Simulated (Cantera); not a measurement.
A perfectly stirred reactor is fed with CH4 : H2 : CO2 = 0.018 : 1 : 0.022 (molar parts), at 10.00 Torr; it is held at 2750 K, and followed from long to short residence time.

Computed with Cantera and GRI-Mech 3.0 (53 species, 325 reactions). Radical loss at walls, strong at low pressure, is not modelled.

One state of this run: x CH4 = 0.00520; x H2 = 0.917; x CO2 = 0.00380; x C2H4 = 3.02e-5; x CO = 0.0177; x CH2O = 1.69e-6; x C2H = 1.50e-5. x: mole fraction; the columns are a selection and need not sum to one.

Q: Which value of τ (s) does it belong to?
(A) 0.0016
(B) 0.084
(C) 0.59
(D) 0.012

A: A, 0.0016
